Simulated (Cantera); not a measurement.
Thermodynamics of silicon oxide and oxynitride deposition, feed SiCl₄ + O₃

Charge: 1 mol SiCl₄, a varied amount of O₃, held at 1223.15 K and 13.3 mbar.

Method: chemical equilibrium by Gibbs-energy minimisation in Cantera with the NASA 1993 tables (ideal gas, pure condensed phases). Candidate condensed phases: Si, SiO₂; 15 gas species. The tables hold silica as quartz up to 1696 K and as liquid above; real silica turns to tridymite and cristobalite and melts near 1996 K. Rates play no part.

| n(O₃) (mol) | x Cl₂ | x O₂ | x SiCl₄ | x Cl | x ClO | x O | x SiCl₃ | n SiO₂(β-quartz) |
|---|---|---|---|---|---|---|---|---|
| 0.56 | 0.867 | 7.47e-8 | 0.0849 | 0.0483 | 5.74e-8 | 9.59e-11 | 1.90e-7 | 0.840 |
| 0.78 | 0.875 | 0.0764 | 8.45e-8 | 0.0485 | 5.83e-5 | 9.70e-8 | <1e-12 | 1.00 |
| 1 | 0.759 | 0.195 | 2.49e-8 | 0.0452 | 8.69e-5 | 1.55e-7 | <1e-12 | 1.00 |
| 1.2 | 0.678 | 0.280 | 1.39e-8 | 0.0427 | 9.82e-5 | 1.86e-7 | <1e-12 | 1.00 |
| 1.5 | 0.583 | 0.377 | 7.61e-9 | 0.0396 | 0.000106 | 2.15e-7 | <1e-12 | 1.00 |
| 1.7 | 0.534 | 0.428 | 5.61e-9 | 0.0379 | 0.000108 | 2.30e-7 | <1e-12 | 1.00 |
| 1.9 | 0.492 | 0.472 | 4.32e-9 | 0.0364 | 0.000109 | 2.41e-7 | <1e-12 | 1.00 |
| 2.1 | 0.456 | 0.509 | 3.44e-9 | 0.0350 | 0.000109 | 2.50e-7 | <1e-12 | 1.00 |
| 2.4 | 0.411 | 0.556 | 2.56e-9 | 0.0333 | 0.000108 | 2.62e-7 | <1e-12 | 1.00 |
| 2.6 | 0.385 | 0.582 | 2.15e-9 | 0.0322 | 0.000107 | 2.68e-7 | <1e-12 | 1.00 |
x: gas mole fraction; n: condensed amount in mol.

From 0.56 mol O₃ to 2.6 mol O₃ the condensed part is SiO₂(β-quartz).
